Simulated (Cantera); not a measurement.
Feed: 1 mol CH₄, 0.43 mol NH₃.

These are equilibrium values from Cantera (NASA tables, ideal gas, pure condensed phases), not measurements of a reactor. Candidate condensed phases: C, C₆H₆, C₇H₈, C₈H₁₈; 92 gas species. The ideal-gas law is rough above about 30 bar. The numbers say what is thermodynamically allowed, not how fast it happens.

Stable condensed phases, one row left out:

```
T in K \ P in Pa
               10       40      160      630     2500    10000    40000   160000   630000  2500000 10000000
   2925         A        A        A        B        B        B        B        B        B        B        B
   2875         A        A        A        B        B        B        B        B        B        B        B
   2825         A        A        B        B        B        B        B        B        B        B        B
   2775         A        A        B        B        B        B        B        B        B        B        B
   2725         A        B        B        B        B        B        B        B        B        B        B
   2675         A        B        B        B        B        B        B        B        B        B        B
   2575         B        B        B        B        B        B        B        B        B        B        B
   2525         B        B        B        B        B        B        B        B        B        B        B
   2475         B        B        B        B        B        B        B        B        B        B        B
   2425         B        B        B        B        B        B        B        B        B        B        B
   2375         B        B        B        B        B        B        B        B        B        B        B
   2325         B        B        B        B        B        B        B        B        B        B        B
```

A: gas only; B: C.

Task: Give the row for 2625 K.

Result: 10: C; 40: C; 160: C; 630: C; 2500: C; 10000: C; 40000: C; 160000: C; 630000: C; 2500000: C; 10000000: C.
